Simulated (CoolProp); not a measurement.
Saturated liquid density (kg/m³) of dimethyl carbonate: the reference equation beside estimates from Tc = 557.0 K, pc = 49.09 bar, ω = 0.346. Rackett uses Z = 0.29056 − 0.08775 ω.

Computed with CoolProp (reference Helmholtz-energy equation of state, Zhou 2011).

```csv
T (K),reference,Rackett,van der Waals,Redlich-Kwong,Soave-Redlich-Kwong,Peng-Robinson
314.8,1041,1060,602.2,889.6,924.7,1042
329,1022,1041,592.3,872.7,909.9,1026
343.1,1002,1022,582.0,855.1,894.4,1009
357.3,982.5,1002,571.3,836.5,877.6,991.3
371.4,962.3,981.1,560.3,817.1,859.9,972.1
385.6,941.4,959.7,548.6,796.5,840.8,951.3
399.8,919.9,937.4,536.4,774.8,820.2,928.9
413.9,897.9,914.4,523.6,752.0,798.3,904.7
428.1,874.8,890.2,510.0,727.6,774.5,878.3
```

Absolute difference from the reference over all 9 rows, mean and median: Rackett 1.9 and 1.9 %, van der Waals 41.8 and 41.8 %, Redlich-Kwong 15.3 and 15.1 %, Soave-Redlich-Kwong 10.9 and 10.8 %, Peng-Robinson 0.7 and 0.8 %.
